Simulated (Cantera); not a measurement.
Charge: 1 mol LiCl, 0.72 mol H₂, 0.1 mol H₂O, held at 750 Torr.

Equilibrium computed with Cantera from the NASA thermochemical tables; the gas is ideal and each condensed phase is pure. Candidate condensed phases: H₂O, Li, LiCl, LiH, LiOH, Li₂O; 25 gas species. Equilibrium is a limit: real reactors are often held back by kinetics, nucleation or transport. All values below are at 1375 K.

Base state: H₂ 0.789, H₂O 0.109, LiCl 0.0625, Li₂Cl₂ 0.0377, HCl 0.000742, LiOH 0.000731, Li₃Cl₃ 0.000727 (mole fractions); condensed: LiCl(l).

What changes in the equilibrium state with this change: LiCl replaced by FeCl₃?


```
species         before     after
------------  --------  --------
HCl           0.000742     0.438
FeCl₂                0     0.403
H₂               0.789    0.0968
LiCl            0.0625         0
Li₂Cl₂          0.0377         0
Fe₂Cl₄               0    0.0177
H₂O              0.109    0.0439
LiOH          0.000731         0
Li₃Cl₃        0.000727         0
FeCl₃                0  0.000520
LiCl(l), mol     0.871         0
```
Further candidate phases: Fe, FeCl₂, FeCl₃, FeO, Fe(OH)₂, Fe(OH)₃, Fe₂O₃, Fe₃O₄.
